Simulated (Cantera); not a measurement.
A perfectly stirred reactor is fed with 21.9 % H2, 16.4 % O2, 61.7 % N2, equivalence ratio 0.67, at 1500 Torr; it is adiabatic with a 750 K inlet, and is followed from long to short residence time, starting on the burning branch (τ in s: 0.091, 0.036, 0.014, 0.0054, 0.0021, 0.00083, 0.00032, 0.00013, 4.9e-05).

Cantera simulation using GRI-Mech 3.0 (53 species, 325 reactions); the numbers are that mechanism's predictions, not measurements.

**Question.** Predict: blow-out, bracketed by the residence times tried; x(H2) at τ = 91.0 ms; x(O2) at τ = 91.0 ms; x(H2O) at τ = 91.0 ms; x(NO) at τ = 91.0 ms; x(O) at τ = 91.0 ms; x(H2) at τ = 2.10 ms; x(O2) at τ = 2.10 ms; x(H2O) at τ = 2.10 ms; x(NO) at τ = 2.10 ms; x(O) at τ = 2.10 ms.

**Answer.** 
* **blow-out, bracketed by the residence times tried**: burning at 49.0 µs, the shortest tried
* **x(H2) at τ = 91.0 ms**: 0.00153
* **x(O2) at τ = 91.0 ms**: 0.0568
* **x(H2O) at τ = 91.0 ms**: 0.241
* **x(NO) at τ = 91.0 ms**: 0.00472
* **x(O) at τ = 91.0 ms**: 0.000859
* **x(H2) at τ = 2.10 ms**: 0.00315
* **x(O2) at τ = 2.10 ms**: 0.0586
* **x(H2O) at τ = 2.10 ms**: 0.237
* **x(NO) at τ = 2.10 ms**: 0.000396
* **x(O) at τ = 2.10 ms**: 0.00173
